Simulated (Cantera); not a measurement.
Input (Python, Cantera):

```python
import numpy as np
import cantera as ct

gas = ct.Solution("gri30.yaml", transport_model="multicomponent")
show = ['CH3', 'NH3', 'NO']

rows = []
print(f"{'T/K':>7s}{'rho':>11s}{'cp':>10s}{'mu':>11s}{'lambda':>11s}{'Pr':>7s}" + "".join(f"{'D_' + s:>11s}" for s in show))
for T in [400, 650, 900, 1150, 1400, 1650, 1900, 2150]:
    gas.TPX = T, 27, {'O2': 0.18, 'N2': 0.87}
    Pr = gas.cp_mass * gas.viscosity / gas.thermal_conductivity
    D = [gas.mix_diff_coeffs_mole[gas.species_index(s)] for s in show]
    rows.append([gas.density, gas.cp_mass, gas.viscosity, gas.thermal_conductivity, Pr, *D])
    print(f"{T:7g}{gas.density:11.4e}{gas.cp_mass:10.1f}{gas.viscosity:11.4e}"
          f"{gas.thermal_conductivity:11.4e}{Pr:7.3f}" + "".join(f"{d:11.4e}" for d in D))
print("SI units: kg/m3, J/kg/K, Pa s, W/m/K, m2/s")
```

Output:

```
    T/K        rho        cp         mu     lambda     Pr      D_CH3      D_NH3       D_NO
    400 2.3297e-04    1026.5 2.2908e-05 3.3094e-02  0.711 1.4089e-01 1.4364e-01 1.2715e-01
    650 1.4337e-04    1071.3 3.2042e-05 4.8523e-02  0.707 3.2518e-01 3.4822e-01 2.9081e-01
    900 1.0354e-04    1133.0 3.9761e-05 6.3714e-02  0.707 5.6324e-01 6.1644e-01 5.0195e-01
   1150 8.1034e-05    1178.8 4.6667e-05 7.7832e-02  0.707 8.4884e-01 9.3959e-01 7.5523e-01
   1400 6.6564e-05    1212.3 5.3024e-05 9.0972e-02  0.707 1.1780e+00 1.3123e+00 1.0472e+00
   1650 5.6478e-05    1238.2 5.8975e-05 1.0337e-01  0.706 1.5478e+00 1.7309e+00 1.3752e+00
   1900 4.9047e-05    1258.2 6.4607e-05 1.1511e-01  0.706 1.9560e+00 2.1927e+00 1.7374e+00
   2150 4.3344e-05    1273.8 6.9980e-05 1.2627e-01  0.706 2.4008e+00 2.6958e+00 2.1322e+00
SI units: kg/m3, J/kg/K, Pa s, W/m/K, m2/s
```

Computed with Cantera and GRI-Mech 3.0 (53 species, 325 reactions).
